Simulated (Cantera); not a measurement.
## Transport properties of process gases

Gas mixture: 100 % C3H8, at 0.0267 bar, frozen composition.

Cantera's kinetic-theory transport with the Lennard-Jones parameters of GRI-Mech 3.0, ideal gas; thermal conductivity in the mixture-averaged form. The composition is frozen, though it would react at the higher temperatures.

```
T (K)  ρ (kg/m³)  cp (J/kg/K)  μ (µPa s)  λ (mW/m/K)     Pr  D (cm²/s) H  D (cm²/s) OH  D (cm²/s) CH3
-----  ---------  -----------  ---------  ----------  -----  -----------  ------------  -------------
400       0.0353         2134       10.9        30.7  0.756         43.1          11.1           8.20
650       0.0218         3083       16.5        67.4  0.756          103          25.9           19.6
900       0.0157         3749       21.2         105  0.758          181          45.0           34.4
1150      0.0123         4195       25.4         141  0.753          275          68.0           52.3
1400      0.0101         4523       29.1         176  0.750          383          94.5           72.9
1650     0.00857         4780       32.6         208  0.750          505           124           96.0
1900     0.00744         4978       35.8         238  0.749          639           157            121
2150     0.00658         5126       38.8         266  0.749          785           193            149
```
D: mixture-averaged diffusion coefficient of that species in the mixture.
